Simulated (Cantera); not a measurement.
Standard-state values (1 bar) from the NASA 1993 polynomials, evaluated with Cantera. Values are per mole of reaction as written; species without (g) are pure solids or liquids, kept so even where they would boil at 1 bar.

3 Si + 3 H2O2(g) → 3 SiH2(g) + 2 O3(g)

| T (K) | ΔH° (kJ) | ΔS° (J/K) | ΔG° (kJ) | log10 K |
|---|---|---|---|---|
| 2573 | 1298.2 | 268.2 | 608.1 | -12.34 |
| 2673 | [?] | [?] | [?] | [?] |
| 2773 | [?] | [?] | [?] | [?] |
| 2873 | [?] | [?] | [?] | [?] |
| 2973 | 1310.3 | 272.6 | 500.0 | -8.78 |

Problem. What belongs in the gaps?

Solution. 
- 2673, ΔH° (kJ): 1300.8
- 2673, ΔS° (J/K): 269.2
- 2673, ΔG° (kJ): 581.2
- 2673, log10 K: -11.36
- 2773, ΔH° (kJ): 1303.7
- 2773, ΔS° (J/K): 270.3
- 2773, ΔG° (kJ): 554.2
- 2773, log10 K: -10.44
- 2873, ΔH° (kJ): 1306.9
- 2873, ΔS° (J/K): 271.4
- 2873, ΔG° (kJ): 527.2
- 2873, log10 K: -9.58
